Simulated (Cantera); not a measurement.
An isothermal, constant-pressure homogeneous reactor starts with 14.9 % NH₃, 85.1 % N₂, at 2100 K and 20.0 Torr.

Model: the gas-phase N/H chemistry of the illustrative SiF4/NH3 mechanism in the Surface Chemkin manual (1991), integrated in Cantera. Walls and surfaces, which speed up NH3 decomposition in real reactors, are not modelled.

x: mole fraction; the columns are a selection and need not sum to one.

```tsv
t (s)	x NH₃	x N₂	x N	x N₂H₄	x H₂	x NH₂
0.000500	0.149	0.851	5.37e-10	7.79e-11	5.89e-5	0.000117
0.00251	0.149	0.850	2.45e-8	1.82e-9	0.000396	0.000565
0.0126	0.144	0.849	4.23e-7	6.93e-9	0.00648	0.00110
0.0631	0.118	0.841	2.01e-6	3.17e-9	0.0399	0.000745
0.316	0.0498	0.820	3.08e-6	6.76e-10	0.129	0.000344
1.59	___	0.805	___	5.82e-12	0.192	___
7.95	___	0.802	___	<1e-12	0.190	___
39.9	3.54e-8	0.802	2.04e-8	<1e-12	0.190	4.69e-9
200	3.38e-8	0.802	1.95e-8	<1e-12	0.190	4.48e-9
```

What belongs in the gaps?


- 1.59, x NH₃: 0.00184
- 1.59, x N: 2.33e-6
- 1.59, x NH₂: 3.20e-5
- 7.95, x NH₃: 2.95e-7
- 7.95, x N: 1.25e-7
- 7.95, x NH₂: 3.53e-8
